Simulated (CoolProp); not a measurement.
Properties of R141b along the isotherm 500 K (Tc = 477.5 K, pc = 4212 kPa, ω = 0.220).

Model: reference Helmholtz-energy equation of state, Lemmon 2006, in CoolProp. It is a short technical equation, of lower accuracy than the large ones.

```
p (kPa)          phase  speed of sound (m/s)  expansivity (1/kK)  viscosity (µPa s)  conductivity (mW/(m K))
-------  -------------  --------------------  ------------------  -----------------  -----------------------
1500               gas                 177.5               2.929               15.8                     30.2
3010               gas                 154.2               5.051               16.9                     32.6
4510     supercritical                 123.9               13.49               20.7                     40.2
6020     supercritical                 130.1               26.97               41.5                     54.8
7520     supercritical                 195.6               10.05               58.4                     55.5
9020     supercritical                 241.6               6.531               67.9                     57.1
10500    supercritical                 276.5               5.075               74.9                     58.5
12000    supercritical                 305.7               4.243               80.9                     59.8
13500    supercritical                 331.0               3.701               86.2                     61.0
15000    supercritical                 353.5               3.316               90.9                     62.1
16500    supercritical                 373.9               3.024               95.4                     63.1
18000    supercritical                 392.6               2.795               99.5                     64.1
19600    supercritical                 411.0               2.597                104                     65.1
21100    supercritical                 427.2               2.444                107                     66.0
```

Viscosity comes from a separate model (Huber 2003), an estimate that may be off by 10 % or more. Thermal conductivity comes from a separate model (Huber 2003), an estimate that may be off by 10 % or more.
